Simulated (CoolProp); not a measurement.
Vapour pressure (bar) of ethanol: the reference equation beside estimates from Tc = 241.6 °C, pc = 62.68 bar, ω = 0.644.

The numbers come from the reference Helmholtz-energy equation of state, Schroeder 2014 in CoolProp.

| T (°C) | reference | Lee-Kesler | van der Waals |
|---|---|---|---|
| 70.35 | 0.7305 | 0.7288 | 9.804 |
| 79.05 | 1.039 | 1.041 | 11.18 |
| 87.75 | 1.448 | 1.455 | 12.67 |
| 96.45 | 1.982 | (withheld) | 14.29 |
| 105.15 | 2.667 | (withheld) | 16.04 |
| 113.85 | 3.534 | (withheld) | 17.92 |
| 122.55 | 4.614 | 4.614 | 19.94 |
| 131.25 | 5.942 | 5.922 | 22.09 |
| 139.95 | 7.555 | 7.502 | 24.39 |

**Question.** Complete the blanks.

**Answer.** 
- 96.45, Lee-Kesler: 1.993
- 105.15, Lee-Kesler: 2.681
- 113.85, Lee-Kesler: 3.544

Absolute difference from the reference over all 9 rows, mean and median: Lee-Kesler 0.4 and 0.3 %, van der Waals 594.4 and 501.4 %.
